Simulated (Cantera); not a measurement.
Feed: 1 mol Si, 3.8 mol H₂, held at 525 K and 1.60 bar.

These are equilibrium values from Cantera (NASA tables, ideal gas, pure condensed phases), not measurements of a reactor. Candidate condensed phases: Si; 9 gas species. The numbers say what is thermodynamically allowed, not how fast it happens.

Base state: H₂ 1.00 (mole fractions); condensed: Si(s).

### Question
What changes in the equilibrium state with this change: Si replaced by SiCl₄?

### Answer
| species | before | after |
|---|---|---|
| H₂ | 1.00 | 0.791 |
| SiCl₄ | 0 | 0.208 |
| HCl | 0 | 0.000770 |
| SiHCl₃ | 0 | 0.000770 |
| Si(s), mol | 1.00 | 0 |
